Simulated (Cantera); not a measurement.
**Premixed flame**

A freely propagating, adiabatic, planar premixed flame of 49.2 % H2, 10.7 % O2, 40.2 % N2, equivalence ratio 2.3, unburnt at 675 K and 8.60 bar; mixture-averaged transport, grid criteria slope 0.08 and curve 0.16, no radiation.

Detailed kinetics in Cantera: the H2/O2 subset of GRI-Mech 3.0, which has no nitrogen chemistry. The hydrogen kinetics of GRI-Mech 3.0 are dated; newer H2 mechanisms differ, most at raised pressure. Burning velocities carry a grid error of a few per cent, more on coarse grids.

| z (mm) | T (K) | u (m/s) | x H2 | x O2 | x O | x H2O | x H2O2 | x H |
|---|---|---|---|---|---|---|---|---|
| -0.0943 | 675 | 10.4 | 0.492 | 0.107 | <1e-8 | <1e-8 | <1e-8 | <1e-8 |
| -0.0629 | 675 | 10.4 | 0.492 | 0.107 | <1e-8 | 3.12e-8 | <1e-8 | <1e-8 |
| -0.0471 | 675 | 10.4 | 0.492 | 0.107 | <1e-8 | 4.50e-7 | <1e-8 | <1e-8 |
| -0.0314 | 676 | 10.4 | 0.491 | 0.107 | 3.04e-8 | 1.21e-5 | 6.22e-8 | 5.81e-8 |
| -0.0157 | 747 | 11.3 | 0.479 | 0.107 | 1.97e-5 | 0.00325 | 1.99e-5 | 0.000259 |
| -0.00786 | 1029 | 15.1 | 0.443 | 0.0978 | 0.000301 | 0.0311 | 5.42e-5 | 0.00497 |
| 0 | 1416 | 20.3 | 0.379 | 0.0679 | 0.00134 | 0.0969 | 1.80e-5 | 0.0216 |
| 0.00786 | 1691 | 24.0 | 0.322 | 0.0317 | 0.00162 | 0.167 | 3.65e-6 | 0.0394 |
| 0.0157 | 1836 | 26.0 | 0.294 | 0.0117 | 0.00104 | 0.206 | 1.87e-6 | 0.0464 |
| 0.0314 | 1960 | 27.6 | 0.285 | 0.00168 | 0.000452 | 0.227 | 7.14e-7 | 0.0432 |
| 0.0629 | 2058 | 28.8 | 0.290 | 0.000152 | 0.000233 | 0.232 | 2.99e-7 | 0.0323 |
| 0.126 | 2140 | 29.7 | 0.296 | 4.11e-5 | 0.000109 | 0.235 | 1.46e-7 | 0.0213 |
| 0.251 | 2198 | 30.4 | 0.302 | 1.60e-5 | 4.27e-5 | 0.237 | 6.67e-8 | 0.0130 |
x: mole fraction of selected species; z is measured from the peak of heat release.

```yaml
laminar_burning_velocity: 1040 cm/s
thermal_thickness: 0.0314 mm
peak x(O): 0.00170
peak x(H2O2): 5.43e-5
peak x(H): 0.0468
grid_points: 112
```
